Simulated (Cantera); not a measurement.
Input: 1 mol Si, 0.75 mol Cl2, 12 mol H2, equilibrated at 1.00 bar.

Method: chemical equilibrium by Gibbs-energy minimisation in Cantera with the NASA 1993 tables (ideal gas, pure condensed phases). Candidate condensed phases: Si; 19 gas species. The tables' values for SiCl3 are old estimates; treat these amounts as uncertain. Equilibrium is a limit: real reactors are often held back by kinetics, nucleation or transport.

### Question
At 1425 K, list the 5 most abundant gas species with their mole fractions, and the condensed phases.

### Answer
H2 0.917, HCl 0.0602, SiCl2 0.0119, SiHCl3 0.00379, SiCl4 0.00317. Condensed: Si(s).
